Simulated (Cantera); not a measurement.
What does this Cantera script print?

```python
import numpy as np
import cantera as ct

gas = ct.Solution("gri30.yaml")
gas.TPX = 1500, 7600, {'CH4': 0.032, 'H2': 1}
reactor = ct.IdealGasConstPressureReactor(gas, energy="off", clone=False)
net = ct.ReactorNet([reactor])
net.rtol, net.atol = 1e-08, 1e-18
show = ['CH4', 'H2', 'C2H4', 'CH2', 'C2H']
times = np.geomspace(1e-05, 2, 15)

steps = ct.SolutionArray(gas, extra=["t"])
rows = []
print(f"{'t/s':>10s}{'T/K':>9s}{'P/Pa':>11s}" + "".join(f"{s:>11s}" for s in show))
for t in times:
    while net.time < t:
        t_next = net.step()
        steps.append(gas.state, t=t_next)
    rows.append([np.interp(t, steps.t, y) for y in (steps.T, steps.P, *steps(*show).X.T)])
    print(f"{t:10.3e}{rows[-1][0]:9.1f}{rows[-1][1]:11.4g}" + "".join(f"{x:11.3e}" for x in rows[-1][2:]))
rate = np.gradient(steps.T, steps.t)
print("integrator steps:", len(steps.t))
if steps.T.max() > steps.T[0] + 200:
    print(f"time of steepest temperature rise: {steps.t[rate.argmax()]:.4e} s")
gas.TPX = 1500, 7600, {'CH4': 0.032, 'H2': 1}
gas.equilibrate("TP")
print(f"equilibrium (TP): T = {gas.T:.1f} K  " + "  ".join(f"{s} {gas[s].X[0]:.3e}" for s in show))
```

It prints:

```
       t/s      T/K       P/Pa        CH4         H2       C2H4        CH2        C2H
 1.000e-05   1500.0       7600  3.101e-02  9.690e-01  3.300e-17  6.816e-17  7.931e-33
 2.391e-05   1500.0       7600  3.101e-02  9.690e-01  6.925e-16  5.074e-16  1.030e-30
 5.719e-05   1500.0       7600  3.101e-02  9.690e-01  1.223e-14  3.796e-15  1.146e-28
 1.368e-04   1500.0       7600  3.101e-02  9.690e-01  1.898e-13  2.604e-14  1.084e-26
 3.270e-04   1500.0       7600  3.101e-02  9.690e-01  2.743e-12  1.627e-13  9.391e-25
 7.820e-04   1500.0       7600  3.101e-02  9.690e-01  3.866e-11  9.683e-13  8.230e-23
 1.870e-03   1500.0       7600  3.101e-02  9.690e-01  5.359e-10  5.607e-12  7.412e-21
 4.472e-03   1500.0       7600  3.100e-02  9.690e-01  7.654e-09  3.188e-11  7.795e-19
 1.069e-02   1500.0       7600  3.100e-02  9.690e-01  1.183e-07  1.718e-10  1.007e-16
 2.557e-02   1500.0       7600  3.098e-02  9.690e-01  1.701e-06  7.375e-10  1.291e-14
 6.116e-02   1500.0       7600  3.094e-02  9.690e-01  1.094e-05  1.559e-09  5.693e-13
 1.462e-01   1500.0       7600  3.083e-02  9.690e-01  2.104e-05  1.695e-09  4.801e-12
 3.497e-01   1500.0       7600  3.059e-02  9.691e-01  2.421e-05  1.685e-09  1.725e-11
 8.363e-01   1500.0       7600  3.003e-02  9.694e-01  2.908e-05  1.662e-09  4.665e-11
 2.000e+00   1500.0       7600  2.875e-02  9.701e-01  4.010e-05  1.607e-09  1.134e-10
integrator steps: 386
equilibrium (TP): T = 1500.0 K  CH4 6.719e-03  H2 9.814e-01  C2H4 2.425e-04  CH2 4.742e-10  C2H 1.409e-09
```

Computed with Cantera and GRI-Mech 3.0 (53 species, 325 reactions). GRI-Mech 3.0 stops at C3 and has no aromatics, soot or wall deposition, so with more carbon than oxygen in the feed, carbon stays in small species such as C2H2 where larger ones or solid carbon would form.
